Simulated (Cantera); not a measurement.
# Thermodynamics of aluminium nitride and oxide growth, feed Al + O2 + N2 + NH3

Input: 1 mol Al, 15 mol O2, 3 mol N2, 10 mol NH3, held at 13.3 mbar.

Equilibrium computed with Cantera from the NASA thermochemical tables; the gas is ideal and each condensed phase is pure. Candidate condensed phases: Al, AlN, Al2O3, H2O; 35 gas species. Equilibrium is a limit: real reactors are often held back by kinetics, nucleation or transport.

From 527 °C to 1927 °C the condensed part is Al2O3(s).

```tsv
T (°C)	x H2O	x N2	x O2	x OH	x O	x H2	x NO	x H	n Al2O3(s)
527	0.504	0.269	0.227	5.88e-9	<1e-12	<1e-12	1.22e-6	<1e-12	0.500
727	0.504	0.269	0.227	7.74e-7	6.49e-10	8.01e-10	1.90e-5	<1e-12	0.500
927	0.504	0.269	0.227	2.02e-5	1.03e-7	1.17e-7	0.000119	5.83e-10	0.500
1127	0.504	0.269	0.227	0.000207	3.90e-6	4.14e-6	0.000440	8.57e-8	0.500
1327	0.503	0.268	0.226	0.00119	5.97e-5	6.08e-5	0.00117	3.67e-6	0.500
1527	0.501	0.267	0.224	0.00462	0.000499	0.000493	0.00250	6.89e-5	0.500
1727	0.491	0.265	0.220	0.0135	0.00272	0.00262	0.00454	0.000721	0.500
1927	0.465	0.259	0.211	0.0317	0.0108	0.00999	0.00726	0.00488	0.500
```
x: gas mole fraction; n: condensed amount in mol.
